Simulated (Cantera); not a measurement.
Input (Python, Cantera) and output of one run.

```python
import numpy as np
import cantera as ct

gas_names = """
    H H2 N NH NH2 NH3 N2 N2H2 N2H4 Si SiH SiH2 SiH3 SiH4 SiN Si2 Si2N Si3
""".split()
cond_names = """
    Si(cr) Si(L) Si3N4(a)
""".split()


# ... load() reads the species with a 1 bar reference pressure and builds the phases ...
atoms = {
    'trisilylamine': {'Si': 3, 'N': 1, 'H': 9},
    'N2': {'N': 2},
    'H2': {'H': 2},
}
top_T = {'Si3N4(a)': 2400}  # K; cautious upper limits of use, not melting points


# ... equilibrate(T, P, feed) seeds the gas with the atoms and calls Mixture.equilibrate('TP', solver="vcs", rtol=1e-11, max_steps=5000) ...
results = []
T = 1348  # K
P = 290  # Pa
for m in [0.27, 0.47, 0.83, 1.5, 2.6, 4.6, 8.2, 14, 26, 45]:
    feed = {'trisilylamine': 1, 'N2': m, 'H2': 1.1}  # mol
    mix = equilibrate(T, P, feed)
    results.append((T, P, feed, dict(zip(mix.species_names, mix.species_moles))))

top = {s: max(r[3][s] / sum(r[3][g] for g in gas_names) for r in results) for s in gas_names}
cols = sorted((s for s in top if top[s] > 0.001), key=lambda s: -top[s])[:5]
seen = [c for c in cond_names if any(r[3].get(c, 0) > 1e-12 for r in results)]
print("log10 of partial pressures in bar; condensed amounts in mol")
print(f"{'n(N2)':>10s}" + "".join(f"{s[:9]:>10s}" for s in cols + seen))
for T, P, feed, n in results:
    ng = sum(n[g] for g in gas_names)
    print(f"{feed['N2']:10.4g}" + "".join(f"{np.log10(max(n[s] / ng * P / 1e5, 1e-99)):10.3f}" for s in cols)
          + "".join(f"{n.get(c, 0):10.4g}" for c in seen))
```

Result:

```
log10 of partial pressures in bar; condensed amounts in mol
     n(N2)        H2        N2    Si(cr)  Si3N4(a)
      0.27    -2.538    -5.773      1.85    0.3834
      0.47    -2.538    -5.773      1.55    0.4834
      0.83    -2.538    -5.773      1.01    0.6634
       1.5    -2.538    -5.773  0.004882    0.9984
       2.6    -2.616    -3.322         0         1
       4.6    -2.729    -2.986         0         1
       8.2    -2.879    -2.801         0         1
        14    -3.047    -2.698         0         1
        26    -3.268    -2.627         0         1
        45    -3.481    -2.590         0         1
```

Equilibrium computed with Cantera from the NASA thermochemical tables; the gas is ideal and each condensed phase is pure. The feed counts by its element totals alone. Mutual solubility and eutectic melting of coexisting phases are not modelled.
